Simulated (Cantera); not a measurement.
An isothermal, constant-pressure homogeneous reactor starts with C₂H₆ : N₂ = 1 : 2.9 (molar parts), at 1900 K and 113 Torr. Integrator tolerance rtol = 1e-08.

Cantera simulation using GRI-Mech 3.0 (53 species, 325 reactions); the numbers are that mechanism's predictions, not measurements. GRI-Mech 3.0 stops at C3 and has no aromatics, soot or wall deposition, so with more carbon than oxygen in the feed, carbon stays in small species such as C2H2 where larger ones or solid carbon would form.

Task: What does this change do: temperature 1900 to 1475 K?

Result: 
| quantity | before | after |
|---|---|---|
| x(C₂H₆) at 100 s | 4.07e-9 (gas-phase equilibrium 2.48e-9) | 1.46e-6 (gas-phase equilibrium 1.01e-6) |
| x(CH₄) at 100 s | 0.000343 (gas-phase equilibrium 0.000268) | 0.0124 (gas-phase equilibrium 0.0103) |
| x(C₂H₂) at 100 s | 0.168 (gas-phase equilibrium 0.102) | 0.163 (gas-phase equilibrium 0.111) |
| x(CH₃) at 100 s | 2.43e-5 (gas-phase equilibrium 1.90e-5) | 1.48e-5 (gas-phase equilibrium 1.23e-5) |
| x(C₂H₄) at 100 s | 0.000103 (gas-phase equilibrium 6.21e-5) | 0.00287 (gas-phase equilibrium 0.00197) |
| x(H) at 100 s | 0.00120 (gas-phase equilibrium 0.00120) | 1.91e-5 (gas-phase equilibrium 1.92e-5) |
| x(HCN) at 100 s | 0.00144 (gas-phase equilibrium 0.135) | 6.40e-8 (gas-phase equilibrium 0.107) |

Task: What does this change do: 0.27 parts H2O added?

Result: 
```tsv
quantity	before	after
x(C₂H₆) at 100 s	4.07e-9 (gas-phase equilibrium 2.48e-9)	3.92e-9 (gas-phase equilibrium 2.29e-9)
x(CH₄) at 100 s	0.000343 (gas-phase equilibrium 0.000268)	0.000354 (gas-phase equilibrium 0.000271)
x(C₂H₂) at 100 s	0.168 (gas-phase equilibrium 0.102)	0.133 (gas-phase equilibrium 0.0772)
x(CH₃) at 100 s	2.43e-5 (gas-phase equilibrium 1.90e-5)	2.39e-5 (gas-phase equilibrium 1.83e-5)
x(C₂H₄) at 100 s	0.000103 (gas-phase equilibrium 6.21e-5)	8.98e-5 (gas-phase equilibrium 5.20e-5)
x(H) at 100 s	0.00120 (gas-phase equilibrium 0.00120)	0.00126 (gas-phase equilibrium 0.00126)
x(HCN) at 100 s	0.00144 (gas-phase equilibrium 0.135)	0.00123 (gas-phase equilibrium 0.114)
```

Task: What does this change do: temperature 1900 to 1748 K?

Result: 
```
quantity                                             before                                      after
----------------  -----------------------------------------  -----------------------------------------
x(C₂H₆) at 100 s    4.07e-9 (gas-phase equilibrium 2.48e-9)    2.49e-8 (gas-phase equilibrium 1.56e-8)
x(CH₄) at 100 s   0.000343 (gas-phase equilibrium 0.000268)   0.00104 (gas-phase equilibrium 0.000822)
x(C₂H₂) at 100 s        0.168 (gas-phase equilibrium 0.102)        0.169 (gas-phase equilibrium 0.106)
x(CH₃) at 100 s     2.43e-5 (gas-phase equilibrium 1.90e-5)    2.14e-5 (gas-phase equilibrium 1.70e-5)
x(C₂H₄) at 100 s   0.000103 (gas-phase equilibrium 6.21e-5)  0.000287 (gas-phase equilibrium 0.000180)
x(H) at 100 s       0.00120 (gas-phase equilibrium 0.00120)  0.000345 (gas-phase equilibrium 0.000345)
x(HCN) at 100 s       0.00144 (gas-phase equilibrium 0.135)      6.50e-5 (gas-phase equilibrium 0.127)
```
